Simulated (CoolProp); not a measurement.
Vapour pressure (bar) of ethanol: the reference equation beside estimates from Tc = 514.7 K, pc = 62.68 bar, ω = 0.644. Clausius-Clapeyron is anchored at 269.3 K with a constant enthalpy of vaporisation of 43.74 kJ/mol.

Values from CoolProp's reference Helmholtz-energy equation of state, Schroeder 2014.

```tsv
T (K)	reference	Lee-Kesler	Clausius-Clapeyron	Peng-Robinson
256	0.004374	0.003292	0.004408	0.003989
258.6	0.005392	0.004132	0.005419	0.004972
261.3	0.006667	0.005201	0.006687	0.006214
264	0.008204	0.006510	0.008217	0.007725
266.6	0.009974	0.008038	0.009979	0.009477
269.3	0.01216	0.009952	0.01216	0.01166
272	0.01477	0.01226	0.01477	0.01427
274.7	0.01785	0.01503	0.01786	0.01739
277.3	0.02134	0.01819	0.02137	0.02093
280	0.02560	0.02209	0.02566	0.02527
282.7	0.03058	0.02670	0.03070	0.03037
285.3	0.03616	0.03191	0.03638	0.03611
288	0.04287	0.03824	0.04325	0.04305
290.7	0.05066	0.04563	0.05124	0.05111
293.4	0.05965	0.05422	0.06053	0.06045
```

Absolute difference from the reference over all 15 rows, mean and median: Lee-Kesler 16.3 and 15.8 %, Clausius-Clapeyron 0.4 and 0.3 %, Peng-Robinson 3.4 and 2.6 %.
